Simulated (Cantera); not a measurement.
Charge: 1 mol CF₄, 0.33 mol H₂, at 100000 Pa.

Cantera equilibrium calculation (NASA polynomials, part measured and part estimated; ideal gas, pure solids and liquids). Candidate condensed phases: C, C₆H₆, C₇H₈, C₈H₁₈; 95 gas species. The tables' values for C₂F₄ are old estimates; treat these amounts as uncertain. Gases not in the tables: C₂F₆ and larger saturated fluorocarbons. Kinetics and transport are ignored.

log p: log10 of the partial pressure in bar; nothing condenses.

| T (K) | log p F | log p CF₂ | log p HF | log p CF | log p CF₄ | log p CF₃ | log p C₃ |
|---|---|---|---|---|---|---|---|
| 2998 | -0.40 | -0.54 | -0.62 | -1.86 | -1.37 | -1.76 | [?] |
| 3048 | -0.38 | -0.54 | -0.64 | -1.74 | -1.58 | -1.84 | [?] |
| 3098 | -0.36 | -0.54 | -0.65 | -1.61 | -1.80 | -1.93 | [?] |
| 3148 | -0.35 | -0.55 | -0.66 | -1.50 | -2.03 | -2.02 | [?] |
| 3198 | -0.34 | -0.57 | -0.67 | -1.39 | -2.26 | -2.12 | [?] |
| 3248 | -0.33 | -0.59 | -0.68 | -1.29 | -2.49 | -2.23 | [?] |
| 3298 | -0.31 | -0.62 | -0.69 | -1.20 | -2.72 | -2.34 | [?] |
| 3348 | -0.30 | -0.66 | -0.70 | -1.13 | -2.94 | -2.45 | [?] |
| 3398 | -0.29 | -0.71 | -0.71 | -1.07 | -3.17 | -2.57 | [?] |

Task: Some entries are withheld; supply them.

Result: 
- 2998, log p C₃: -5.09
- 3048, log p C₃: -4.68
- 3098, log p C₃: -4.27
- 3148, log p C₃: -3.87
- 3198, log p C₃: -3.49
- 3248, log p C₃: -3.14
- 3298, log p C₃: -2.84
- 3348, log p C₃: -2.58
- 3398, log p C₃: -2.37
